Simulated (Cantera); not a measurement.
A closed system holds: 1 mol Si3N4, 0.019 mol N2O, 1.1 mol H2, at 0.600 Pa.

Equilibrium computed with Cantera from the NASA thermochemical tables; the gas is ideal and each condensed phase is pure. Candidate condensed phases: H2O, Si, SiO2, Si2N2O, Si3N4; 35 gas species. The tables' values for SiN are old estimates; treat these amounts as uncertain. Rates play no part. All values below are at 2025 K.

Base state: Si 0.438, N2 0.297, H 0.198, H2 0.0632, SiO 0.00280, Si2 0.000218, SiH 0.000173, SiN 0.000144 (mole fractions); condensed: gas only.

Task: What changes in the equilibrium state with this change: N2O from 0.019 to 0.81 mol?

Result: 
| species | before | after |
|---|---|---|
| N2 | 0.297 | 0.370 |
| Si | 0.438 | 0.288 |
| H | 0.198 | 0.182 |
| SiO | 0.00280 | 0.107 |
| H2 | 0.0632 | 0.0537 |
| Si2 | 0.000218 | 9.39e-5 |
| SiH | 0.000173 | 0.000105 |
| SiN | 0.000144 | 0.000105 |
